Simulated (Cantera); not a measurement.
A freely propagating, adiabatic, planar premixed flame of H₂ : O₂ : N₂ = 1 : 0.649 : 2.21 (molar parts), unburnt at 700 K and 2.60 bar; mixture-averaged transport, grid criteria slope 0.08 and curve 0.16, no radiation.

Cantera simulation using the H2/O2 subset of GRI-Mech 3.0, which has no nitrogen chemistry; the numbers are that mechanism's predictions, not measurements. The hydrogen kinetics of GRI-Mech 3.0 are dated; newer H2 mechanisms differ, most at raised pressure. Burning velocities carry a grid error of a few per cent, more on coarse grids.

**Question.** What does this change do: inlet temperature 700 to 600 K?

**Answer.** 
| quantity | before | after |
|---|---|---|
| laminar burning velocity | 892 cm/s | 626 cm/s |
| thermal thickness | 0.137 mm | 0.127 mm |
| peak x(O) | 0.0150 | 0.0130 |
| peak x(OH) | 0.0210 | 0.0191 |
| peak x(H) | 0.0349 | 0.0293 |
